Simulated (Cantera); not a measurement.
Input: 1 mol SiH2Cl2, 0.13 mol NH3, 1.7 mol H2, a varied amount of N2, equilibrated at 627 °C and 0.0133 bar.

Equilibrium computed with Cantera from the NASA thermochemical tables; the gas is ideal and each condensed phase is pure. Candidate condensed phases: NH4Cl, Si, Si3N4; 28 gas species. Kinetics and transport are ignored.

Question: At 1.6 mol N2, list the 5 most abundant gas species with their mole fractions, and the condensed phases.

Answer: H2 0.430, HCl 0.331, N2 0.219, SiCl4 0.0200, SiHCl3 7.39e-5. Condensed: Si3N4(s).
